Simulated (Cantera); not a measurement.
A perfectly stirred reactor is fed with C₃H₈ : O₂ : N₂ = 1 : 2.94 : 11.1 (molar parts), equivalence ratio 1.7, at 10.0 bar; it is adiabatic with a 425 K inlet, and is followed from long to short residence time, starting on the burning branch (τ in s: 0.081, 0.035, 0.015, 0.0063, 0.0027, 0.0012, 0.0005, 0.00021, 9.1e-05, 3.9e-05).

Computed with Cantera and GRI-Mech 3.0 (53 species, 325 reactions). GRI-Mech 3.0 was tuned for natural gas; its chemistry of propane as a main component is partial and can be far from experiment.

One state of this run: T (K) = 1951; x C₃H₈ = 5.85e-6; x O₂ = 0.00105; x CH₄ = 0.00581; x CH₂CO = 5.18e-5; x H₂O = 0.140; x H₂ = 0.0664. x: mole fraction; the columns are a selection and need not sum to one.

### Question
Which value of τ (s) does it belong to?
A. 0.00021
B. 0.0063
C. 0.015
D. 0.00050

### Answer
B, 0.0063
